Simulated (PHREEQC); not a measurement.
1 kg of water holding 0.058 mol/kgw Na2SO4, 0.27 mol/kgw NaCl and 0.0049 mol/kgw NaOH is evaporated at 60 °C; the solids stay in contact with the brine. No CO2 enters from the air. Solids allowed: Halite, Mirabilite, Thenardite. Others were left out.

The series has 28 steps of water left (kg), from 1 to 0.005012.

All values are PHREEQC results (Pitzer model, pitzer.dat), not measurements.

Problem. Which solids form, in which order, and at which step of the series does each first stand?

Solution. Thenardite from water left = 0.06418 kg (pH 11.58); Halite from water left = 0.04335 kg (pH 11.71).

Species that the database lacks are ignored. Away from 25 °C the constants follow the database's enthalpies or fits; those with neither stay at their 25 °C values.
